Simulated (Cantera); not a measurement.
# NO annealing gas

A perfectly stirred reactor is fed with 18.2 % NO, 81.8 % N2, at 150 Torr; it is held at 1800 K, and followed from long to short residence time.

Computed with Cantera and GRI-Mech 3.0 (53 species, 325 reactions).

| τ (s) | x NO | x N2 | x N2O | x NO2 | x O |
|---|---|---|---|---|---|
| 19 | 0.130 | 0.844 | 6.60e-6 | 5.19e-5 | 4.59e-5 |
| 4.1 | 0.167 | 0.825 | 1.12e-5 | 3.79e-5 | 2.69e-5 |
| 0.89 | 0.179 | 0.820 | 1.28e-5 | 2.52e-5 | 1.75e-5 |
| 0.19 | 0.181 | 0.819 | 1.27e-5 | 2.01e-5 | 1.41e-5 |
| 0.042 | 0.182 | 0.818 | 1.11e-5 | 1.64e-5 | 1.18e-5 |
| 0.0093 | 0.182 | 0.818 | 6.94e-6 | 8.65e-6 | 6.74e-6 |
| 0.0020 | 0.182 | 0.818 | 2.50e-6 | 1.62e-6 | 1.93e-6 |
| 0.00044 | 0.182 | 0.818 | 6.42e-7 | 1.68e-7 | 5.36e-7 |
x: mole fraction; the columns are a selection and need not sum to one.
